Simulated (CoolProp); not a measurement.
Saturation properties of R125.

Model: reference Helmholtz-energy equation of state, Lemmon 2005, in CoolProp.

```
T (°C)  p (MPa)  liquid density (kg/m³)  liquid cp (kJ/(kg K))  vapour Z  liquid viscosity (µPa s)  vapour viscosity (µPa s)
------  -------  ----------------------  ---------------------  --------  ------------------------  ------------------------
-60.25  0.05356                    1557                  1.091    0.9726                       501                      9.19
-54.75  0.07221                    1537                  1.101    0.9662                       458                      9.43
-49.25  0.09568                    1518                  1.112    0.9588                       419                      9.66
-43.75   0.1248                    1498                  1.124    0.9505                       384                         …
-38.35   0.1597                    1478                  1.136    0.9412                       354                      10.1
-32.85   0.2026                    1457                      …    0.9308                       326                      10.4
-27.35   0.2539                    1436                  1.163    0.9191                       301                      10.6
-21.85   0.3146                    1414                  1.179    0.9063                       278                         …
-16.45   0.3844                       …                  1.195    0.8925                       257                      11.1
-10.95   0.4670                    1369                  1.213    0.8772                       238                      11.4
-5.45         …                    1345                  1.233    0.8604                       220                      11.6
-0.05    0.6695                    1320                  1.254    0.8425                       204                      11.9
```

### Question
Some entries are withheld; supply them.

### Answer

- -43.75, vapour viscosity (µPa s): 9.90
- -32.85, liquid cp (kJ/(kg K)): 1.149
- -21.85, vapour viscosity (µPa s): 10.8
- -16.45, liquid density (kg/m³): 1392
- -5.45, p (MPa): 0.5623

It boils at -48.1 °C under 1 atm.

Viscosity comes from a separate model (Huber 2006).
